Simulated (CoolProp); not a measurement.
Dodecamethylcyclohexasiloxane (D6) along the isobar 1.43 MPa: Z from the reference equation and from simpler models built on Tc = 645.8 K, pc = 0.9614 MPa, ω = 0.736; each cubic takes its own stable root.

The numbers come from the reference Helmholtz-energy equation of state, Colonna 2008 in CoolProp. It is a short technical equation, of lower accuracy than the large ones.

```
T (K)   phase  reference
-----  ------  ---------
537.2  liquid     0.2058
546.4  liquid     0.2064
555.6  liquid     0.2072
564.8  liquid     0.2084
574    liquid     0.2100
583.2  liquid     0.2121
592.4  liquid     0.2147
601.6  liquid     0.2181
610.8  liquid     0.2224
620    liquid     0.2278
```

Problem. How far does each simpler model (van der Waals, Redlich-Kwong, Soave-Redlich-Kwong, Peng-Robinson) lie from the reference over these 10 states: mean and median of the absolute difference, and the worst?

Solution. 
- van der Waals: mean 55.4 %, median 56.1 %, worst +61.2 % at 537.2 K and 1.43 MPa
- Redlich-Kwong: mean 17.2 %, median 17.4 %, worst +17.5 % at 537.2 K and 1.43 MPa
- Soave-Redlich-Kwong: mean 7.9 %, median 7.6 %, worst +9.8 % at 620 K and 1.43 MPa
- Peng-Robinson: mean 4.2 %, median 4.6 %, worst -5.3 % at 537.2 K and 1.43 MPa
